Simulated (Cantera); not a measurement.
A perfectly stirred reactor is fed with C2H6 : N2 = 1 : 15 (molar parts), at 80000 Pa; it is held at 1923 K, and followed from long to short residence time.

Computed with Cantera and GRI-Mech 3.0 (53 species, 325 reactions). GRI-Mech 3.0 stops at C3 and has no aromatics, soot or wall deposition, so with more carbon than oxygen in the feed, carbon stays in small species such as C2H2 where larger ones or solid carbon would form.

Problem. What does this change do: N2 15 to 6.5 parts?

Solution. 
```
quantity                 before     after
----------------------  -------  --------
x(C2H6) at τ = 29.0 s   2.20e-8   5.38e-8
x(H2) at τ = 29.0 s       0.110     0.209
x(CH2) at τ = 29.0 s    7.45e-8   1.02e-7
x(C2H) at τ = 29.0 s    2.47e-6   3.43e-6
x(C2H4) at τ = 29.0 s   5.04e-5  0.000182
x(C2H6) at τ = 67.0 ms  7.57e-6   1.31e-5
x(H2) at τ = 67.0 ms      0.105     0.199
x(CH2) at τ = 67.0 ms   1.41e-6   1.39e-6
x(C2H) at τ = 67.0 ms   2.98e-6   3.95e-6
x(C2H4) at τ = 67.0 ms  9.00e-5  0.000244
```

Problem. What does this change do: temperature 1923 to 1150 K?

Solution. 
```
quantity                 before     after
----------------------  -------  --------
x(C2H6) at τ = 29.0 s   2.20e-8  0.000780
x(H2) at τ = 29.0 s       0.110    0.0590
x(CH2) at τ = 29.0 s    7.45e-8  2.09e-12
x(C2H) at τ = 29.0 s    2.47e-6  7.86e-12
x(C2H4) at τ = 29.0 s   5.04e-5    0.0286
x(C2H6) at τ = 67.0 ms  7.57e-6    0.0275
x(H2) at τ = 67.0 ms      0.105    0.0318
x(CH2) at τ = 67.0 ms   1.41e-6  3.90e-11
x(C2H) at τ = 67.0 ms   2.98e-6  5.73e-12
x(C2H4) at τ = 67.0 ms  9.00e-5    0.0290
```
